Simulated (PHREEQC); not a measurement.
A solution holds 0.023 mol/kgw TMAH and 5.4e-05 mol/kgw K2SiO3, at 25 °C. It is in equilibrium with CO2 at log p = -3.4 (atm). Otherwise closed; pH follows from the charge balance.

Equilibrium calculation in PHREEQC: ion-association model, wateq4f.dat.

```csv
quantity,before,after
pH,9.39,8.83
ionic strength (mol/kgw),0.0261,0.00488
HCO3- (mol/kgw),0.0170,0.00435
CO3-2 (mol/kgw),0.00303,0.000171
H4SiO4 (mol/kgw),3.80e-5,4.88e-5
H3SiO4- (mol/kgw),1.60e-5,5.21e-6
SI of Quartz (SiO2),-0.44,-0.33
```

Question: Which change was made?
A) temperature from 25 to 60 °C
B) TMAH replaced by (CH3)4NCl at the same molality
C) TMAH from 0.023 to 0.0046 mol/kgw
D) K2SiO3 from 5.4e-05 to 5.4e-06 mol/kgw

Answer: C, TMAH from 0.023 to 0.0046 mol/kgw

No solid was allowed to form. (CH3)4N+ isn't in the database: it is added as a free cation with an ion size of 4 Å.
